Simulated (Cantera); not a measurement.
A perfectly stirred reactor is fed with CH₄ : H₂O = 1 : 2.3 (molar parts), at 420000 Pa; it is held at 1775 K, and followed from long to short residence time.

Computed with Cantera and GRI-Mech 3.0 (53 species, 325 reactions).

Q: Predict: x(CH₄) at τ = 4.70 s; x(H₂O) at τ = 4.70 s; x(H) at τ = 4.70 s; x(CO) at τ = 4.70 s; x(CH₂CO) at τ = 4.70 s; x(CH₄) at τ = 0.140 s; x(H₂O) at τ = 0.140 s; x(H) at τ = 0.140 s; x(CO) at τ = 0.140 s; x(CH₂CO) at τ = 0.140 s.

A: 
```
Quantity                    Value
-----------------------  --------
x(CH₄) at τ = 4.70 s      0.00712
x(H₂O) at τ = 4.70 s        0.241
x(H) at τ = 4.70 s       0.000107
x(CO) at τ = 4.70 s         0.163
x(CH₂CO) at τ = 4.70 s    8.07e-7
x(CH₄) at τ = 0.140 s      0.0359
x(H₂O) at τ = 0.140 s       0.354
x(H) at τ = 0.140 s       9.52e-5
x(CO) at τ = 0.140 s       0.0985
x(CH₂CO) at τ = 0.140 s   1.91e-5
```
